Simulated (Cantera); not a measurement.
Cantera run, input and output.

```python
import numpy as np
import cantera as ct

gas = ct.Solution("gri30.yaml")
gas.TPX = 650, 210000, {'CH4': 1, 'O2': 4.44, 'N2': 16.7}
inlet = ct.Reservoir(gas, clone=True)
gas.equilibrate("HP")  # start burning
reactor = ct.IdealGasConstPressureReactor(gas, energy="on", clone=False)
exhaust = ct.Reservoir(gas, clone=True)
tau = [0.18, 0.054, 0.016, 0.0049, 0.0015, 0.00045, 0.00014, 4.2e-05, 1.3e-05][0]
for a, b in ((inlet, reactor), (reactor, exhaust)):
    ct.MassFlowController(a, b, mdot=lambda t: reactor.mass / tau)
net = ct.ReactorNet([reactor])
show = ['CH4', 'O2', 'HO2', 'H2O2', 'H2']

rows = []
print(f"{'tau/s':>10s}{'T/K':>9s}" + "".join(f"{s:>11s}" for s in show))
for tau in [0.18, 0.054, 0.016, 0.0049, 0.0015, 0.00045, 0.00014, 4.2e-05, 1.3e-05]:
    net.initial_time = 0.0
    net.advance(30 * tau)
    before = gas.X
    net.advance(40 * tau)
    drift = np.max(np.abs(gas.X - before) / (gas.X + 1e-9))
    rows.append([gas.T, *gas[show].X, drift])
    print(f"{tau:10.3e}{gas.T:9.1f}" + "".join(f"{x:11.3e}" for x in gas[show].X))
```

Output:

```
     tau/s      T/K        CH4         O2        HO2       H2O2         H2
 1.800e-01   1668.1  7.806e-06  1.102e-01  1.142e-06  6.111e-08  1.427e-05
 5.400e-02   1665.7  1.739e-05  1.102e-01  2.274e-06  1.036e-07  3.072e-05
 1.600e-02   1660.9  3.847e-05  1.103e-01  4.849e-06  1.774e-07  6.875e-05
 4.900e-03   1651.0  8.386e-05  1.106e-01  1.023e-05  2.948e-07  1.515e-04
 1.500e-03   1629.8  1.909e-04  1.115e-01  2.146e-05  4.867e-07  3.322e-04
 4.500e-04   1579.2  5.273e-04  1.143e-01  4.731e-05  8.522e-07  7.536e-04
 1.400e-04    650.0  4.517e-02  2.005e-01  4.288e-16 -5.119e-19 -3.824e-17
 4.200e-05    650.0  4.517e-02  2.005e-01  1.292e-16 -8.700e-23 -3.067e-20
 1.300e-05    650.0  4.517e-02  2.005e-01  4.040e-17  3.088e-23 -1.719e-22
```

Computed with Cantera and GRI-Mech 3.0 (53 species, 325 reactions).
